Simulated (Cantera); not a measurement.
A closed system holds: 1 mol SiH2Cl2, 0.063 mol O3, 5.8 mol N2, equilibrated at 0.00133 bar.

Method: chemical equilibrium by Gibbs-energy minimisation in Cantera with the NASA 1993 tables (ideal gas, pure condensed phases). Candidate condensed phases: H2O, NH4Cl, Si, SiO2, Si2N2O, Si3N4; 47 gas species. N2 is the only nitrogen source here; it is nearly inert below about 1500 K, so the nitride shown seldom forms there in practice. Mutual solubility and eutectic melting of coexisting phases are not modelled. Rates play no part.

**Question.** Which condensed phases are stable at each of these points (T (K)): 923, 1023, 1123, 1223, 1323, 1423, 1523, 1623?

**Answer.** 
| T (K) | condensed phases | Si condensed (%) |
|---|---|---|
| 923 | Si2N2O(s) + Si3N4(s) | 82.3 |
| 1023 | Si2N2O(s) + Si3N4(s) | 83.7 |
| 1123 | Si2N2O(s) + Si3N4(s) | 84.5 |
| 1223 | Si2N2O(s) + Si3N4(s) | 83.4 |
| 1323 | Si2N2O(s) + Si3N4(s) | 75.4 |
| 1423 | Si2N2O(s) + Si3N4(s) | 58.1 |
| 1523 | Si2N2O(s) + Si3N4(s) | 39.7 |
| 1623 | Si2N2O(s) | 20.8 |

From 923 K to 1523 K the condensed part is Si2N2O(s) + Si3N4(s). At 1623 K the condensed part is Si2N2O(s).
